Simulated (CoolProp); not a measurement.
Vapour-liquid equilibrium of isohexane (1) + benzene (2) at 336 K; x and y are mole fractions of (1).

The numbers come from the multi-fluid Helmholtz-energy mixture model, Lemmon 2006 and Thol 2012; pair parameters Bell 2016 in CoolProp.

```json
[
 {"x": "0.05", "bubble pressure, mixture model (bar)": "0.6452", "bubble pressure, Raoult's law (bar)": "0.6036", "y, mixture model": "0.146", "y, Raoult's law": "0.091"},
 {"x": "0.125", "bubble pressure, mixture model (bar)": "0.7256", "bubble pressure, Raoult's law (bar)": "0.6428", "y, mixture model": "0.290", "y, Raoult's law": "0.214"},
 {"x": "0.2", "bubble pressure, mixture model (bar)": "0.7880", "bubble pressure, Raoult's law (bar)": "0.6821", "y, mixture model": "0.390", "y, Raoult's law": "0.323"},
 {"x": "0.275", "bubble pressure, mixture model (bar)": "0.8381", "bubble pressure, Raoult's law (bar)": "0.7214", "y, mixture model": "0.466", "y, Raoult's law": "0.420"},
 {"x": "0.35", "bubble pressure, mixture model (bar)": "0.8800", "bubble pressure, Raoult's law (bar)": "0.7607", "y, mixture model": "0.529", "y, Raoult's law": "0.507"},
 {"x": "0.425", "bubble pressure, mixture model (bar)": "0.9160", "bubble pressure, Raoult's law (bar)": "0.8000", "y, mixture model": "0.585", "y, Raoult's law": "0.585"},
 {"x": "0.5", "bubble pressure, mixture model (bar)": "0.9479", "bubble pressure, Raoult's law (bar)": "0.8393", "y, mixture model": "0.637", "y, Raoult's law": "0.656"},
 {"x": "0.575", "bubble pressure, mixture model (bar)": "0.9767", "bubble pressure, Raoult's law (bar)": "0.8786", "y, mixture model": "0.688", "y, Raoult's law": "0.721"},
 {"x": "0.65", "bubble pressure, mixture model (bar)": "1.003", "bubble pressure, Raoult's law (bar)": "0.9178", "y, mixture model": "0.739", "y, Raoult's law": "0.780"},
 {"x": "0.725", "bubble pressure, mixture model (bar)": "1.027", "bubble pressure, Raoult's law (bar)": "0.9571", "y, mixture model": "0.792", "y, Raoult's law": "0.834"},
 {"x": "0.8", "bubble pressure, mixture model (bar)": "1.050", "bubble pressure, Raoult's law (bar)": "0.9964", "y, mixture model": "0.846", "y, Raoult's law": "0.884"},
 {"x": "0.875", "bubble pressure, mixture model (bar)": "1.070", "bubble pressure, Raoult's law (bar)": "1.036", "y, mixture model": "0.902", "y, Raoult's law": "0.930"},
 {"x": "0.95", "bubble pressure, mixture model (bar)": "1.089", "bubble pressure, Raoult's law (bar)": "1.075", "y, mixture model": "0.960", "y, Raoult's law": "0.973"}
]
```

The largest gap from Raoult's law is +16.2 % in bubble pressure, at x = 0.275. No azeotrope shows between x = 0.05 and 0.95.

The pair parameters rest on a limited set of measurements; away from them the model extrapolates.
